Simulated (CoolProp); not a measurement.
Computed with CoolProp (reference Helmholtz-energy equation of state, Thol 2018).

Task: For hydrogen chloride, give the phase and the cp (kJ/(kg K)), Joule-Thomson coefficient (K/MPa) at -31.75 °C and 0.64 MPa; 48.25 °C and 0.64 MPa; 96.25 °C and 0.64 MPa.

Result: 
- -31.75 °C and 0.64 MPa: gas; cp 1.000, Joule-Thomson coefficient 26.4
- 48.25 °C and 0.64 MPa: gas; cp 0.851, Joule-Thomson coefficient 13.0
- 96.25 °C and 0.64 MPa: gas; cp 0.828, Joule-Thomson coefficient 9.70
